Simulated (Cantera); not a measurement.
A freely propagating, adiabatic, planar premixed flame of CO : H₂ : CH₄ : O₂ : N₂ : H₂O = 1 : 0.32 : 0.21 : 1.54 : 5.71 : 0.29 (molar parts), equivalence ratio 0.70, unburnt at 500 K and 100.0 Torr; mixture-averaged transport, grid criteria slope 0.08 and curve 0.16, no radiation.

Detailed kinetics in Cantera: GRI-Mech 3.0 (53 species, 325 reactions). Burning velocities carry a grid error of a few per cent, more on coarse grids.

### Question
How do the results move with these cheaper or finer settings: unity-Lewis-number transport; multicomponent transport; multicomponent+Soret transport; grid criteria slope 0.5, curve 1; grid criteria slope 0.25, curve 0.5; grid criteria slope 0.03, curve 0.06?

### Answer
| setting | laminar burning velocity | thermal thickness | peak x(C₂H) | peak x(C₂H₆) | grid points |
|---|---|---|---|---|---|
| as above | 145 cm/s | 3.90 mm | <1e-8 | 1.75e-5 | 170 |
| unity-Lewis-number transport | 97.6 cm/s | 3.66 mm | <1e-8 | 1.26e-5 | 144 |
| multicomponent transport | 145 cm/s | 3.91 mm | <1e-8 | 1.76e-5 | 170 |
| multicomponent+Soret transport | 140 cm/s | 3.90 mm | <1e-8 | 1.74e-5 | 170 |
| grid criteria slope 0.5, curve 1 | 159 cm/s | 4.64 mm | <1e-8 | 1.75e-5 | 50 |
| grid criteria slope 0.25, curve 0.5 | 151 cm/s | 4.17 mm | <1e-8 | 1.77e-5 | 69 |
| grid criteria slope 0.03, curve 0.06 | 144 cm/s | 3.81 mm | <1e-8 | 1.77e-5 | 374 |
The base run took about 50 core-seconds (a rough figure).
Unity Lewis numbers drop preferential diffusion, which matters most where H2 and H carry the flame; Soret adds thermal diffusion.
